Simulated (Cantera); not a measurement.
Input: 1 mol SiH2Cl2, 8.3 mol N2O, 11 mol N2, 8.8 mol H2O, held at 79.0 mbar.

Equilibrium computed with Cantera from the NASA thermochemical tables; the gas is ideal and each condensed phase is pure. Candidate condensed phases: H2O, NH4Cl, Si, SiO2, Si2N2O, Si3N4; 47 gas species. Kinetics and transport are ignored. All values below are at 677 °C.

Base state: N2 0.581, H2O 0.265, O2 0.0945, HCl 0.0590, Cl2 0.000558, Cl 1.49e-5, NO 1.01e-5 (mole fractions); condensed: SiO2(β-quartz).

**Question.** What changes in the equilibrium state with this change: SiH2Cl2 replaced by SiCl4?

**Answer.** 
```tsv
species	before	after
N2	0.581	0.564
H2O	0.265	0.202
O2	0.0945	0.120
HCl	0.0590	0.111
Cl2	0.000558	0.00293
Cl	1.49e-5	3.41e-5
SiO2(β-quartz), mol	1.00	1.00
```
